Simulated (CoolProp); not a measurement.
Dimethyl carbonate along the isotherm 600 K: density (kg/m³) from the reference equation and from simpler models built on Tc = 557.0 K, pc = 4909 kPa, ω = 0.346; each cubic takes its own stable root.

Computed with CoolProp (reference Helmholtz-energy equation of state, Zhou 2011).

```
p (kPa)          phase  reference  van der Waals  Peng-Robinson
-------  -------------  ---------  -------------  -------------
77.6               gas      1.407          1.407          1.408
177                gas      3.228          3.225          3.231
402                gas      7.425          7.411          7.441
915                gas      17.42          17.35          17.51
2080               gas      42.78          42.45          43.25
4740               gas      125.0          125.5          126.9
10800    supercritical      501.9          409.6          470.3
24500    supercritical      674.7          504.6          673.0
```
